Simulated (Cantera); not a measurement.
What does this Cantera script print?

```python
import numpy as np
import cantera as ct

gas = ct.Solution("gri30.yaml")
gas.TPX = 1725, 2666, {'C2H6': 1, 'N2': 4.1}
inlet = ct.Reservoir(gas, clone=True)

reactor = ct.IdealGasConstPressureReactor(gas, energy="off", clone=False)
exhaust = ct.Reservoir(gas, clone=True)
tau = [0.35, 0.2, 0.12, 0.068, 0.039, 0.023, 0.013, 0.0076, 0.0044][0]
for a, b in ((inlet, reactor), (reactor, exhaust)):
    ct.MassFlowController(a, b, mdot=lambda t: reactor.mass / tau)
net = ct.ReactorNet([reactor])
show = ['C2H6', 'C2H2', 'CH3', 'C2H', 'C2H4', 'H']

rows = []
print(f"{'tau/s':>10s}{'T/K':>9s}" + "".join(f"{s:>11s}" for s in show))
for tau in [0.35, 0.2, 0.12, 0.068, 0.039, 0.023, 0.013, 0.0076, 0.0044]:
    net.initial_time = 0.0
    net.advance(30 * tau)
    before = gas.X
    net.advance(40 * tau)
    drift = np.max(np.abs(gas.X - before) / (gas.X + 1e-9))
    rows.append([gas.T, *gas[show].X, drift])
    print(f"{tau:10.3e}{gas.T:9.1f}" + "".join(f"{x:11.3e}" for x in gas[show].X))
```

It prints:

```
     tau/s      T/K       C2H6       C2H2        CH3        C2H       C2H4          H
 3.500e-01   1725.0  9.488e-05  1.331e-01  1.416e-03  3.232e-06  5.848e-04  9.958e-04
 2.000e-01   1725.0  1.615e-04  1.310e-01  1.863e-03  3.391e-06  9.353e-04  1.037e-03
 1.200e-01   1725.0  2.625e-04  1.287e-01  2.389e-03  3.543e-06  1.441e-03  1.075e-03
 6.800e-02   1725.0  4.501e-04  1.254e-01  3.146e-03  3.722e-06  2.325e-03  1.118e-03
 3.900e-02   1725.0  7.623e-04  1.213e-01  4.109e-03  3.906e-06  3.689e-03  1.162e-03
 2.300e-02   1725.0  1.256e-03  1.163e-01  5.283e-03  4.082e-06  5.659e-03  1.204e-03
 1.300e-02   1725.0  2.152e-03  1.096e-01  6.908e-03  4.260e-06  8.844e-03  1.248e-03
 7.600e-03   1725.0  3.568e-03  1.016e-01  8.864e-03  4.389e-06  1.320e-02  1.287e-03
 4.400e-03   1725.0  5.962e-03  9.150e-02  1.139e-02  4.438e-06  1.932e-02  1.318e-03
```

Cantera simulation using GRI-Mech 3.0 (53 species, 325 reactions); the numbers are that mechanism's predictions, not measurements. GRI-Mech 3.0 stops at C3 and has no aromatics, soot or wall deposition, so with more carbon than oxygen in the feed, carbon stays in small species such as C2H2 where larger ones or solid carbon would form. Radical loss at walls, strong at low pressure, is not modelled.
